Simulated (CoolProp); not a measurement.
Vapour pressure (bar) of nitrous oxide: the reference equation beside estimates from Tc = 309.5 K, pc = 72.45 bar, ω = 0.161. Clausius-Clapeyron is anchored at 212.3 K with a constant enthalpy of vaporisation of 15.00 kJ/mol.

Model: reference Helmholtz-energy equation of state, Lemmon 2006, in CoolProp. It is a short technical equation, of lower accuracy than the large ones.

| T (K) | reference | Lee-Kesler | Clausius-Clapeyron | van der Waals |
|---|---|---|---|---|
| 212.3 | 4.142 | 4.149 | 4.142 | ___ |
| 217.6 | 5.184 | 5.195 | 5.095 | 14.85 |
| 223 | 6.437 | 6.453 | 6.228 | 16.80 |
| 228.3 | 7.875 | 7.896 | 7.514 | 18.87 |
| 233.7 | 9.572 | 9.597 | 9.020 | 21.14 |
| 239 | ___ | 11.51 | 10.70 | 23.53 |
| 244.3 | 13.67 | 13.70 | 12.61 | 26.09 |
| 249.7 | ___ | 16.22 | 14.79 | 28.87 |
| 255 | 18.98 | 19.00 | 17.19 | 31.77 |
| 260.3 | 22.11 | 22.12 | 19.85 | 34.85 |
| 265.7 | 25.66 | 25.66 | 22.86 | 38.18 |
| 271 | 29.53 | 29.52 | 26.10 | ___ |
| 276.3 | 33.82 | 33.79 | 29.66 | 45.26 |
| 281.7 | 38.64 | 38.61 | 33.61 | 49.16 |
| 287 | 43.84 | 43.82 | 37.83 | 53.18 |

Fill in the missing entries.


- 212.3, van der Waals: 13.08
- 239, reference: 11.49
- 249.7, reference: 16.19
- 271, van der Waals: 41.63

Absolute difference from the reference over all 15 rows, mean and median: Lee-Kesler 0.1 and 0.2 %, Clausius-Clapeyron 8.0 and 8.6 %, van der Waals 93.0 and 78.3 %.
